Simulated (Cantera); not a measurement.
Input (Python, Cantera):

```python
import numpy as np
import cantera as ct

gas = ct.Solution("gri30.yaml")
gas.TPX = 1575, 14000, {'CH4': 1, 'H2': 8.3}
inlet = ct.Reservoir(gas, clone=True)

reactor = ct.IdealGasConstPressureReactor(gas, energy="off", clone=False)
exhaust = ct.Reservoir(gas, clone=True)
tau = [1.5, 0.68, 0.32, 0.15, 0.068, 0.032, 0.015, 0.0069, 0.0032, 0.0015, 0.00069][0]
for a, b in ((inlet, reactor), (reactor, exhaust)):
    ct.MassFlowController(a, b, mdot=lambda t: reactor.mass / tau)
net = ct.ReactorNet([reactor])
show = ['CH4', 'H2', 'CH2', 'C2H2', 'C2H', 'H', 'C2H4']

rows = []
print(f"{'tau/s':>10s}{'T/K':>9s}" + "".join(f"{s:>11s}" for s in show))
for tau in [1.5, 0.68, 0.32, 0.15, 0.068, 0.032, 0.015, 0.0069, 0.0032, 0.0015, 0.00069]:
    net.initial_time = 0.0
    net.advance(30 * tau)
    before = gas.X
    net.advance(40 * tau)
    drift = np.max(np.abs(gas.X - before) / (gas.X + 1e-9))
    rows.append([gas.T, *gas[show].X, drift])
    print(f"{tau:10.3e}{gas.T:9.1f}" + "".join(f"{x:11.3e}" for x in gas[show].X))
```

Output:

```
     tau/s      T/K        CH4         H2        CH2       C2H2        C2H          H       C2H4
 1.500e+00   1575.0  6.332e-02  9.165e-01  1.091e-08  1.945e-02  5.635e-09  9.075e-05  4.587e-04
 6.800e-01   1575.0  7.843e-02  9.082e-01  1.264e-08  1.268e-02  3.566e-09  8.730e-05  3.901e-04
 3.200e-01   1575.0  9.017e-02  9.018e-01  1.382e-08  7.415e-03  2.039e-09  8.475e-05  3.409e-04
 1.500e-01   1575.0  9.816e-02  8.974e-01  1.446e-08  3.834e-03  1.035e-09  8.278e-05  3.033e-04
 6.800e-02   1575.0  1.030e-01  8.948e-01  1.452e-08  1.701e-03  4.494e-10  8.080e-05  2.652e-04
 3.200e-02   1575.0  1.053e-01  8.935e-01  1.393e-08  6.800e-04  1.739e-10  7.810e-05  2.175e-04
 1.500e-02   1575.0  1.065e-01  8.929e-01  1.241e-08  2.175e-04  5.213e-11  7.316e-05  1.519e-04
 6.900e-03   1575.0  1.071e-01  8.926e-01  9.485e-09  4.593e-05  9.566e-12  6.355e-05  7.713e-05
 3.200e-03   1575.0  1.073e-01  8.925e-01  5.404e-09  5.243e-06  8.187e-13  4.764e-05  2.365e-05
 1.500e-03   1575.0  1.074e-01  8.925e-01  2.029e-09  2.876e-07  2.734e-14  2.899e-05  3.926e-06
 6.900e-04   1575.0  1.075e-01  8.925e-01  5.262e-10  9.385e-09  4.528e-16  1.472e-05  4.104e-07
```

Model: GRI-Mech 3.0 (53 species, 325 reactions), integrated in Cantera. GRI-Mech 3.0 stops at C3 and has no aromatics, soot or wall deposition, so with more carbon than oxygen in the feed, carbon stays in small species such as C2H2 where larger ones or solid carbon would form.
